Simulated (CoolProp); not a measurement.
Properties of CH3F (R41) along the isotherm 151.85 °C.

Computed with CoolProp (reference Helmholtz-energy equation of state, Lemmon 2006). It is a short technical equation, of lower accuracy than the large ones.

```json
[
 {"p (kPa)": "46.7", "phase": "gas", "cv (kJ/(kg K))": "1.107", "speed of sound (m/s)": "355.8", "isothermal compressibility (1/MPa)": "21.44", "fugacity coefficient": "0.9988"},
 {"p (kPa)": "78.8", "phase": "gas", "cv (kJ/(kg K))": "1.107", "speed of sound (m/s)": "355.6", "isothermal compressibility (1/MPa)": "12.72", "fugacity coefficient": "0.9980"},
 {"p (kPa)": "133", "phase": "gas", "cv (kJ/(kg K))": "1.108", "speed of sound (m/s)": "355.3", "isothermal compressibility (1/MPa)": "7.544", "fugacity coefficient": "0.9967"},
 {"p (kPa)": "224", "phase": "gas", "cv (kJ/(kg K))": "…", "speed of sound (m/s)": "354.9", "isothermal compressibility (1/MPa)": "4.489", "fugacity coefficient": "0.9944"},
 {"p (kPa)": "379", "phase": "gas", "cv (kJ/(kg K))": "…", "speed of sound (m/s)": "354.1", "isothermal compressibility (1/MPa)": "2.664", "fugacity coefficient": "0.9906"},
 {"p (kPa)": "639", "phase": "gas", "cv (kJ/(kg K))": "1.114", "speed of sound (m/s)": "352.7", "isothermal compressibility (1/MPa)": "1.590", "fugacity coefficient": "0.9842"},
 {"p (kPa)": "1080", "phase": "gas", "cv (kJ/(kg K))": "1.120", "speed of sound (m/s)": "350.5", "isothermal compressibility (1/MPa)": "0.9515", "fugacity coefficient": "0.9734"},
 {"p (kPa)": "1820", "phase": "gas", "cv (kJ/(kg K))": "1.130", "speed of sound (m/s)": "…", "isothermal compressibility (1/MPa)": "…", "fugacity coefficient": "0.9556"},
 {"p (kPa)": "3070", "phase": "gas", "cv (kJ/(kg K))": "1.146", "speed of sound (m/s)": "341.1", "isothermal compressibility (1/MPa)": "0.3522", "fugacity coefficient": "0.9264"},
 {"p (kPa)": "5180", "phase": "gas", "cv (kJ/(kg K))": "1.174", "speed of sound (m/s)": "…", "isothermal compressibility (1/MPa)": "…", "fugacity coefficient": "0.8795"},
 {"p (kPa)": "8750", "phase": "supercritical", "cv (kJ/(kg K))": "1.220", "speed of sound (m/s)": "321.7", "isothermal compressibility (1/MPa)": "0.1415", "fugacity coefficient": "0.8068"},
 {"p (kPa)": "14800", "phase": "supercritical", "cv (kJ/(kg K))": "1.281", "speed of sound (m/s)": "323.1", "isothermal compressibility (1/MPa)": "0.08658", "fugacity coefficient": "0.7032"}
]
```

Q: What belongs in the gaps?

A: 
- 224, cv (kJ/(kg K)): 1.109
- 379, cv (kJ/(kg K)): 1.111
- 1820, speed of sound (m/s): 346.9
- 1820, isothermal compressibility (1/MPa): 0.5753
- 5180, speed of sound (m/s): 332.3
- 5180, isothermal compressibility (1/MPa): 0.2202
